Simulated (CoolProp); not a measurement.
A single-stage vapour-compression cycle with R141b: evaporating at 308.15 K (dew point), condensing at 353.15 K (bubble point), superheat 10 K, subcooling 2 K, compressor efficiency 0.7, no pressure losses. Each further row changes one setting.

Computed with CoolProp (reference Helmholtz-energy equation of state, Lemmon 2006). It is a short technical equation, of lower accuracy than the large ones.

| case | cooling COP | pressure ratio | discharge temperature (K) | refrigerating effect (kJ/kg) | volumetric capacity (kJ/m³) |
|---|---|---|---|---|---|
| as stated | 4.15 | 3.75 | 375.3 | 178 | 915 |
| evaporating temperature 313.15 K | 4.83 | 3.17 | 373.4 | 181 | ? |
| condensing temperature 348.15 K | ? | ? | 369.6 | 184 | 947 |
| subcooling 7 K | 4.29 | 3.75 | 375.3 | 184 | 947 |
| superheat 20 K | ? | 3.75 | 385.9 | ? | 924 |
| compressor efficiency 0.6 | 3.55 | 3.75 | ? | 178 | 915 |

Task: What belongs in the gaps?

Result: 
- evaporating temperature 313.15 K, volumetric capacity (kJ/m³): 1090
- condensing temperature 348.15 K, cooling COP: 4.76
- condensing temperature 348.15 K, pressure ratio: 3.30
- superheat 20 K, cooling COP: 4.18
- superheat 20 K, refrigerating effect (kJ/kg): 186
- compressor efficiency 0.6, discharge temperature (K): 383.0
